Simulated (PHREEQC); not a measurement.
Model water analysis in mg/L, 25 °C, pH 6.5, pe 11.7:

```
constituent          mg/L
------------------  -----
Na                   2700
K                    29.2
Ca                   90.8
Mg                    467
Cl                   4790
S(6) as SO4          1350
Alkalinity as HCO3  0.815
F                   0.656
```

Cl is adjusted to close the charge balance.
Valence states are taken as typed.

The numbers come from PHREEQC with the ion-association model, phreeqc.dat.

Each row changes one thing in this solution. Precipitation was switched off in this run.

```csv
case,ionic strength (mol/kgw),Mg+2 (mol/kgw),SO4-2 (mol/kgw),MgSO4 (mol/kgw),NaSO4- (mol/kgw),CaSO4 (mol/kgw),SI of Gypsum (CaSO4:2H2O),SI of Fluorite (CaF2)
as made,0.180,0.0160,0.00888,0.00341,0.00158,0.000302,-1.18,-2.08
Na from 2700 to 8100 mg/L,0.422,0.0174,0.00857,0.00208,0.00343,0.000173,-1.40,-2.23
pH from 6.5 to 7 at the same alkalinity,0.180,0.0160,0.00888,0.00341,0.00158,0.000302,-1.18,-2.08
Mg from 467 to 1400 mg/L,0.287,0.0519,0.00675,0.00624,0.00103,0.000177,-1.40,-2.50
```
